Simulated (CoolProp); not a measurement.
Properties of n-undecane along the isotherm 620 K (Tc = 638.8 K, pc = 1.990 MPa, ω = 0.539).

Model: reference Helmholtz-energy equation of state, Aleksandrov 2011, in CoolProp. It is a short technical equation, of lower accuracy than the large ones.

```tsv
p (MPa)	phase	cp (kJ/(kg K))	Joule-Thomson coefficient (K/MPa)
0.00315	gas	2.910	9.042
0.00462	gas	2.910	9.046
0.00678	gas	2.911	9.053
0.00995	gas	2.911	9.062
0.0146	gas	2.911	9.076
0.0214	gas	2.912	9.096
0.0315	gas	2.913	9.127
0.0462	gas	2.915	9.171
0.0678	gas	2.918	9.238
0.0995	gas	?	9.339
0.146	gas	2.928	?
0.214	gas	2.938	9.729
0.315	gas	2.953	10.11
0.462	gas	2.980	?
0.678	gas	3.032	?
0.995	gas	3.159	14.53
```

**Question.** What belongs in the gaps?

**Answer.** 
- 0.0995, cp (kJ/(kg K)): 2.922
- 0.146, Joule-Thomson coefficient (K/MPa): 9.492
- 0.462, Joule-Thomson coefficient (K/MPa): 10.75
- 0.678, Joule-Thomson coefficient (K/MPa): 11.92
